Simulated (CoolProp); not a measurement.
Vapour-liquid equilibrium of carbon dioxide (1) + ethane (2) at 2830 kPa; x and y are mole fractions of (1).

Computed with CoolProp (multi-fluid Helmholtz-energy mixture model, Span 1996 and Bücker 2006; pair parameters Kunz 2012).

```csv
x,"bubble temperature, mixture model (K)","bubble temperature, Raoult's law (K)","y, mixture model","y, Raoult's law"
0.05,276.8,279.3,0.093,0.072
0.2,268.8,276.5,0.313,0.269
0.35,264.0,274.0,0.463,0.441
0.5,261.4,271.7,0.572,0.593
0.65,260.4,269.7,0.664,0.729
0.8,260.8,267.8,0.763,0.852
0.95,263.6,266.0,0.918,0.965
```

The largest gap from Raoult's law is -10.3 K in bubble temperature, at x = 0.5. y crosses x between x = 0.65 and 0.8: the model has an azeotrope there.

The pair parameters rest on a limited set of measurements; away from them the model extrapolates.
